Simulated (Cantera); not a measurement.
**Premixed flame**

A freely propagating, adiabatic, planar premixed flame of H2 : O2 : N2 = 1 : 0.98 : 3.69 (molar parts), unburnt at 625 K and 0.140 bar; mixture-averaged transport, grid criteria slope 0.08 and curve 0.16, no radiation.

Detailed kinetics in Cantera: the H2/O2 subset of GRI-Mech 3.0, which has no nitrogen chemistry. Burning velocities carry a grid error of a few per cent, more on coarse grids. Lean hydrogen flames are cellular in practice and burn faster than this planar one.

```csv
z (mm),T (K),u (m/s),x H2,x O2,x H2O,x HO2,x OH,x H
-17.6,625,4.17,0.176,0.173,<1e-8,<1e-8,<1e-8,<1e-8
-11.7,625,4.17,0.176,0.173,<1e-8,<1e-8,<1e-8,<1e-8
-8.79,625,4.17,0.176,0.173,<1e-8,1.83e-8,<1e-8,<1e-8
-5.86,625,4.17,0.176,0.173,4.34e-7,1.99e-6,<1e-8,6.55e-7
-2.93,641,4.26,0.172,0.173,0.00125,5.22e-5,4.94e-5,0.000418
-1.47,765,5.02,0.148,0.169,0.0143,3.60e-5,0.000351,0.00581
0,1060,6.79,0.0684,0.138,0.0803,1.99e-5,0.00248,0.0281
1.47,1288,8.17,0.0186,0.102,0.140,1.23e-5,0.00578,0.0345
2.93,1401,8.84,0.0126,0.0954,0.153,9.66e-6,0.00733,0.0283
5.86,1523,9.54,0.0111,0.0930,0.160,7.56e-6,0.00889,0.0196
11.7,1643,10.2,0.00894,0.0916,0.168,5.73e-6,0.00985,0.0118
23.5,1748,10.8,0.00623,0.0910,0.176,4.02e-6,0.00967,0.00585
46.9,1829,11.2,0.00360,0.0912,0.182,2.51e-6,0.00824,0.00231
```
x: mole fraction of selected species; z is measured from the peak of heat release.

The laminar burning velocity is 417 cm/s and the thermal thickness is 5.86 mm. The peak x(HO2) is 5.27e-5 and the peak x(OH) is 0.00993. The peak x(H) is 0.0354 and the grid points comes out as 125.
